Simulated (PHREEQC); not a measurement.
1 kg of water holding 0.0032 mol/kgw Na2B4O7, 0.61 mol/kgw KCl, 0.16 mol/kgw Na2CO3 and 0.0035 mol/kgw NaCl is evaporated at 25 °C; the solids stay in contact with the brine. CO2 is held at log p = -3.4 (atm). The run lets Halite, Kalicinite, Nahcolite, Natron, Sylvite, Trona, Borax, Boric_acid,s, KB5O8:4H2O, K2B4O7:4H2O, NaBO2:4H2O, NaB5O8:5H2O, Teepleite precipitate or redissolve, and no other solid.

Model: Pitzer model, pitzer.dat, run in PHREEQC.

| water left (kg) | ionic strength | water activity | Sylvite (mol) | Trona (mol) |
|---|---|---|---|---|
| 0.9994 | 1.06 | 0.973 | 0 | 0 |
| 0.6751 | 1.58 | 0.960 | 0 | 0 |
| 0.5548 | 1.93 | 0.952 | 0 | 0 |
| 0.456 | 2.35 | 0.941 | 0 | 0 |
| 0.308 | 3.50 | 0.912 | 0 | 0 |
| 0.208 | 5.20 | 0.866 | 0 | 0 |
| 0.171 | ___ | 0.832 | 0 | 0 |
| 0.1405 | 7.65 | 0.792 | 0.00827 | 0 |
| 0.09487 | 8.95 | 0.770 | 0.235 | 0 |
| 0.06289 | 9.46 | 0.760 | 0.370 | 0.0271 |
| 0.05083 | 9.47 | 0.760 | 0.417 | 0.0426 |
| 0.0409 | 9.48 | 0.759 | 0.455 | 0.0554 |
| 0.02608 | 9.53 | ___ | 0.512 | 0.0745 |
| 0.01607 | 9.62 | 0.756 | 0.550 | 0.0873 |
| 0.01229 | 9.59 | 0.756 | ___ | 0.0921 |
| 0.009158 | 9.54 | 0.755 | 0.577 | 0.0960 |
| 0.004468 | 9.32 | 0.754 | 0.595 | 0.102 |

Question: What belongs in the gaps?

Answer: 
- 0.171, ionic strength: 6.33
- 0.02608, water activity: 0.758
- 0.01229, Sylvite (mol): 0.565
